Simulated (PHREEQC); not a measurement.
Consider water at 25 °C with 0.19 mol NiSO4, 0.00036 mol CaCl2, 0.00014 mol NaF and 0.00012 mol NaCl per kg of water. Closed to the air; pH follows from the charge balance.

Model: ion-association model, wateq4f.dat, run in PHREEQC.

Problem. The ionic strength comes out as 0.366 mol/kgw. What activity coefficients do Cl-, NaSO4-, SO4-2, Na+, NiCl+ get?

Solution. Cl- 0.67, NaSO4- 0.71, SO4-2 0.23, Na+ 0.72, NiCl+ 0.73.

This is a speciation only: nothing precipitates in the calculation. Complexes and solids missing from the database can't appear.
